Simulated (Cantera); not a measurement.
A closed system holds: 1 mol Si, 1.5 mol HCl, 13 mol H₂, equilibrated at 652 °C and 750 Torr.

Method: chemical equilibrium by Gibbs-energy minimisation in Cantera with the NASA 1993 tables (ideal gas, pure condensed phases). Candidate condensed phases: Si; 19 gas species. The tables' values for SiCl₃ are old estimates; treat these amounts as uncertain. Kinetics and transport are ignored.

Base state: H₂ 0.966, SiCl₄ 0.0146, SiHCl₃ 0.0139, HCl 0.00369, SiH₂Cl₂ 0.00130, SiCl₃ 8.64e-5, SiH₃Cl 2.99e-5, SiCl₂ 2.03e-5 (mole fractions); condensed: Si(s).

Q: What changes in the equilibrium state with this change: pressure from 750 Torr to 2100 Torr?

A: 
```
species      before    after
----------  -------  -------
H₂            0.966    0.966
SiHCl₃       0.0139   0.0162
SiCl₄        0.0146   0.0127
HCl         0.00369  0.00276
SiH₃Cl      2.99e-5  6.26e-5
SiCl₂       2.03e-5  1.14e-5
SiH₂Cl₂     0.00130  0.00203
SiCl₃       8.64e-5  6.04e-5
Si(s), mol    0.579    0.562
```

Q: What changes in the equilibrium state with this change: temperature from 652 °C to 1075 °C?

A: 
```
species      before     after
----------  -------  --------
H₂            0.966     0.932
HCl         0.00369    0.0477
SiCl₂       2.03e-5   0.00685
SiCl₄        0.0146   0.00464
SiHCl₃       0.0139   0.00515
SiCl₃       8.64e-5   0.00252
SiH₂Cl₂     0.00130  0.000832
SiH₃Cl      2.99e-5   3.82e-5
Si(s), mol    0.579     0.713
```
